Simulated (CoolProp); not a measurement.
Vapour-liquid equilibrium of R227EA (1) + isobutane (2) at 238 K; x and y are mole fractions of (1).

The numbers come from the multi-fluid Helmholtz-energy mixture model, Lemmon 2016 and Bücker 2006; pair parameters Bell 2016 in CoolProp.

### Question
Give the bubble pressure and the first vapour's composition at x = 0.05, 0.2, 0.65. Is there an azeotrope?

### Answer
x = 0.05: 0.4638 bar, y = 0.244; x = 0.2: 0.5884 bar, y = 0.456; x = 0.65: 0.6143 bar, y = 0.543. y crosses x between x = 0.5 and 0.65: the model has an azeotrope there.

The pair parameters rest on a limited set of measurements; away from them the model extrapolates. With so large a gap from Raoult's law the liquid may split in two, which this calculation doesn't test in full.
